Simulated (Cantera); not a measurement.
Feed: 1 mol PbO, 0.56 mol C, 0.082 mol CO, held at 2000 K and 0.133 bar.

Cantera equilibrium calculation (NASA polynomials, part measured and part estimated; ideal gas, pure solids and liquids). Gases not in the tables: (PbO)n polymers. Equilibrium is a limit: real reactors are often held back by kinetics, nucleation or transport.

```json
[
 {"species": "Pb", "before": "0.588", "after": "0.587"},
 {"species": "CO2", "before": "0.247", "after": "0.241"},
 {"species": "CO", "before": "0.144", "after": "0.149"},
 {"species": "O2", "before": "3.85e-5", "after": "0.00285"},
 {"species": "PbO", "before": "0.0210", "after": "0.0198"},
 {"species": "Pb2", "before": "0.000224", "after": "2.68e-6"},
 {"species": "O", "before": "1.14e-5", "after": "0.000894"}
]
```
Gas species are given as mole fractions.

Which change was made?
A. pressure from 0.133 bar to 23.0 Pa
B. C from 0.56 to 1.8 mol
C. pressure from 0.133 bar to 1.60 mbar
D. pressure from 0.133 bar to 7.20 bar

C, pressure from 0.133 bar to 1.60 mbar
